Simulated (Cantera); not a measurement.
An adiabatic, constant-pressure homogeneous reactor starts with CH3OH : O2 : N2 = 1 : 0.625 : 2.35 (molar parts), at 1298 K and 3750 Torr.

Detailed kinetics in Cantera: GRI-Mech 3.0 (53 species, 325 reactions). GRI-Mech 3.0 was tuned for natural gas; its chemistry of methanol as a main component is partial and can be far from experiment.

x: mole fraction; the columns are a selection and need not sum to one.

```json
[
 {"t (s)": "2.00e-6", "T (K)": "1298", "x CH3OH": "0.252", "x O2": "0.157", "x CH4": "1.31e-7", "x C2H": "<1e-12", "x H2": "7.72e-7", "x H": "3.17e-9"},
 {"t (s)": "6.65e-6", "T (K)": "1298", "x CH3OH": "0.252", "x O2": "0.157", "x CH4": "8.58e-7", "x C2H": "<1e-12", "x H2": "2.75e-6", "x H": "3.36e-9"},
 {"t (s)": "2.21e-5", "T (K)": "1298", "x CH3OH": "0.252", "x O2": "0.157", "x CH4": "3.64e-6", "x C2H": "<1e-12", "x H2": "9.80e-6", "x H": "?"},
 {"t (s)": "7.37e-5", "T (K)": "1298", "x CH3OH": "0.251", "x O2": "0.157", "x CH4": "1.23e-5", "x C2H": "<1e-12", "x H2": "4.28e-5", "x H": "?"},
 {"t (s)": "0.000245", "T (K)": "1299", "x CH3OH": "0.250", "x O2": "0.156", "x CH4": "3.65e-5", "x C2H": "<1e-12", "x H2": "0.000495", "x H": "?"},
 {"t (s)": "0.000816", "T (K)": "2305", "x CH3OH": "2.69e-12", "x O2": "1.32e-6", "x CH4": "7.10e-10", "x C2H": "<1e-12", "x H2": "0.171", "x H": "0.00189"},
 {"t (s)": "0.00271", "T (K)": "2305", "x CH3OH": "2.70e-12", "x O2": "1.27e-6", "x CH4": "7.36e-10", "x C2H": "<1e-12", "x H2": "0.172", "x H": "0.00185"},
 {"t (s)": "0.00903", "T (K)": "2305", "x CH3OH": "2.70e-12", "x O2": "1.27e-6", "x CH4": "7.37e-10", "x C2H": "<1e-12", "x H2": "0.172", "x H": "0.00185"},
 {"t (s)": "0.0301", "T (K)": "2305", "x CH3OH": "2.70e-12", "x O2": "1.26e-6", "x CH4": "7.38e-10", "x C2H": "<1e-12", "x H2": "0.172", "x H": "0.00185"},
 {"t (s)": "0.100", "T (K)": "2305", "x CH3OH": "2.70e-12", "x O2": "1.26e-6", "x CH4": "7.39e-10", "x C2H": "<1e-12", "x H2": "0.172", "x H": "0.00185"}
]
```

**Question.** Some entries are withheld; supply them.

**Answer.** 
- 2.21e-5, x H: 3.72e-9
- 7.37e-5, x H: 6.66e-9
- 0.000245, x H: 4.62e-8
